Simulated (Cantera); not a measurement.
Feed: 1 mol Si, 0.93 mol NF3, 42 mol N2, equilibrated at 400 °C and 5.20 Pa.

Method: chemical equilibrium by Gibbs-energy minimisation in Cantera with the NASA 1993 tables (ideal gas, pure condensed phases). Candidate condensed phases: Si, Si3N4; 16 gas species. Kinetics and transport are ignored.

**Question.** What is the equilibrium state?

**Answer.** 
```json
{
 "x(N2)": "0.984",
 "x(SiF4)": "0.0162",
 "n(Si3N4(s))": "0.101 mol",
 "gas_amount": "42.96 mol",
 "log10 activity of Si(s) (absent)": "-10.66"
}
```
